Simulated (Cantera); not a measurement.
Input (Python, Cantera):

```python
import numpy as np
import cantera as ct

gas = ct.Solution("gri30.yaml")
gas.TPX = 1650, 2666, {'CH4': 1, 'H2': 11, 'N2': 0.43}
inlet = ct.Reservoir(gas, clone=True)

reactor = ct.IdealGasConstPressureReactor(gas, energy="off", clone=False)
exhaust = ct.Reservoir(gas, clone=True)
tau = [11, 4.9, 2.2, 1, 0.45, 0.2, 0.091, 0.041, 0.019, 0.0084][0]
for a, b in ((inlet, reactor), (reactor, exhaust)):
    ct.MassFlowController(a, b, mdot=lambda t: reactor.mass / tau)
net = ct.ReactorNet([reactor])
show = ['CH4', 'H2', 'CH3', 'H', 'C2H', 'C2H2', 'CH2']

rows = []
print(f"{'tau/s':>10s}{'T/K':>9s}" + "".join(f"{s:>11s}" for s in show))
for tau in [11, 4.9, 2.2, 1, 0.45, 0.2, 0.091, 0.041, 0.019, 0.0084]:
    net.initial_time = 0.0
    net.advance(30 * tau)
    before = gas.X
    net.advance(40 * tau)
    drift = np.max(np.abs(gas.X - before) / (gas.X + 1e-9))
    rows.append([gas.T, *gas[show].X, drift])
    print(f"{tau:10.3e}{gas.T:9.1f}" + "".join(f"{x:11.3e}" for x in gas[show].X))
```

It prints:

```
     tau/s      T/K        CH4         H2        CH3          H        C2H       C2H2        CH2
 1.100e+01   1650.0  1.510e-02  9.216e-01  1.627e-04  4.894e-04  6.970e-08  3.009e-02  8.059e-08
 4.900e+00   1650.0  2.217e-02  9.175e-01  2.296e-04  4.686e-04  5.964e-08  2.677e-02  1.073e-07
 2.200e+00   1650.0  3.163e-02  9.121e-01  3.127e-04  4.450e-04  4.753e-08  2.233e-02  1.366e-07
 1.000e+00   1650.0  4.301e-02  9.056e-01  4.048e-04  4.208e-04  3.442e-08  1.698e-02  1.647e-07
 4.500e-01   1650.0  5.517e-02  8.987e-01  4.930e-04  3.967e-04  2.168e-08  1.126e-02  1.870e-07
 2.000e-01   1650.0  6.589e-02  8.926e-01  5.550e-04  3.716e-04  1.131e-08  6.225e-03  1.963e-07
 9.100e-02   1650.0  7.319e-02  8.884e-01  5.677e-04  3.406e-04  4.732e-09  2.829e-03  1.848e-07
 4.100e-02   1650.0  7.747e-02  8.861e-01  5.125e-04  2.897e-04  1.318e-09  9.239e-04  1.444e-07
 1.900e-02   1650.0  7.943e-02  8.851e-01  3.809e-04  2.097e-04  1.823e-10  1.764e-04  8.029e-08
 8.400e-03   1650.0  8.015e-02  8.849e-01  2.085e-04  1.137e-04  6.403e-12  1.143e-05  2.485e-08
```

Model: GRI-Mech 3.0 (53 species, 325 reactions), integrated in Cantera. GRI-Mech 3.0 stops at C3 and has no aromatics, soot or wall deposition, so with more carbon than oxygen in the feed, carbon stays in small species such as C2H2 where larger ones or solid carbon would form. Radical loss at walls, strong at low pressure, is not modelled.
